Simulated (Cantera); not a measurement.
Feed: 1 mol BCl3, 7.6 mol H2, 15 mol N2, at 1023.15 K and 0.133 bar.

Method: chemical equilibrium by Gibbs-energy minimisation in Cantera with the NASA 1993 tables (ideal gas, pure condensed phases). Candidate condensed phases: B, BN, NH4Cl; 21 gas species. N2 is the only nitrogen source here; it is nearly inert below about 1500 K, so the nitride shown seldom forms there in practice. Rates play no part.

Base state: N2 0.614, H2 0.258, HCl 0.127 (mole fractions); condensed: BN(s).

### Question
What changes in the equilibrium state with this change: BCl3 replaced by BF3?

### Answer
```json
[
 {"species": "N2", "before": "0.614", "after": "0.634"},
 {"species": "H2", "before": "0.258", "after": "0.318"},
 {"species": "BF3", "before": "0", "after": "0.0396"},
 {"species": "HCl", "before": "0.127", "after": "0"},
 {"species": "HF", "before": "0", "after": "0.00815"},
 {"species": "BHF2", "before": "0", "after": "1.20e-5"},
 {"species": "BN(s), mol", "before": "1.000", "after": "0.0640"}
]
```

### Question
What changes in the equilibrium state with this change: BCl3 replaced by B?

### Answer
```csv
species,before,after
N2,0.614,0.656
H2,0.258,0.344
NH3,6.88e-6,1.09e-5
HCl,0.127,0
"BN(s), mol",1.000,1.00
```
